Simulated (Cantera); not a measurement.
Feed: 1 mol SiH2Cl2, 61 mol H2, equilibrated at 40.0 mbar.

Method: chemical equilibrium by Gibbs-energy minimisation in Cantera with the NASA 1993 tables (ideal gas, pure condensed phases). Candidate condensed phases: Si; 19 gas species. The tables' values for SiCl3 are old estimates; treat these amounts as uncertain. The numbers say what is thermodynamically allowed, not how fast it happens. All values below are at 1548 K.

Base state: H2 0.971, HCl 0.0267, SiCl2 0.00245, H 0.000152, SiCl3 2.46e-5 (mole fractions); condensed: Si(s).

Question: What changes in the equilibrium state with this change: SiH2Cl2 replaced by SiHCl3?

Answer: 
```tsv
species	before	after
H2	0.971	0.957
HCl	0.0267	0.0376
SiCl2	0.00245	0.00490
SiCl3	2.46e-5	6.95e-5
H	0.000152	0.000151
Si(s), mol	0.843	0.685
```
